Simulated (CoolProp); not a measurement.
Properties of sulfur dioxide along the isobar 0.412 MPa.

Values from CoolProp's reference Helmholtz-energy equation of state, Gao 2016.

| T (K) | phase | density (kg/m³) | cv (kJ/(kg K)) | isothermal compressibility (1/MPa) |
|---|---|---|---|---|
| 271.3 | liquid | 1441 | 0.8189 | 0.001172 |
| 295 | liquid | 1376 | 0.8115 | 0.001567 |
| 318.7 | gas | 10.55 | 0.5482 | 2.579 |
| 342.3 | gas | 9.683 | 0.5475 | 2.539 |
| 366 | gas | 8.969 | 0.5511 | 2.512 |
| 389.6 | gas | 8.368 | 0.5576 | 2.494 |
| 413.3 | gas | 7.848 | 0.5657 | 2.481 |
| 437 | gas | 7.393 | 0.5749 | 2.471 |
| 460.6 | gas | 6.993 | 0.5844 | 2.463 |
